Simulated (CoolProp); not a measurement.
Vapour-liquid equilibrium of acetone (1) + benzene (2) at 116.55 °C; x and y are mole fractions of (1).

Model: multi-fluid Helmholtz-energy mixture model, Lemmon 2006 and Thol 2012; pair parameters Bell 2016, in CoolProp.

Task: Give the bubble pressure and the first vapour's composition at x = 0.05, 0.8, 0.95. Is there an azeotrope?

Result: x = 0.05: 2.977 bar, y = 0.113; x = 0.8: 5.148 bar, y = 0.864; x = 0.95: 5.478 bar, y = 0.966. No azeotrope shows between x = 0.05 and 0.95.

The pair parameters rest on a limited set of measurements; away from them the model extrapolates.
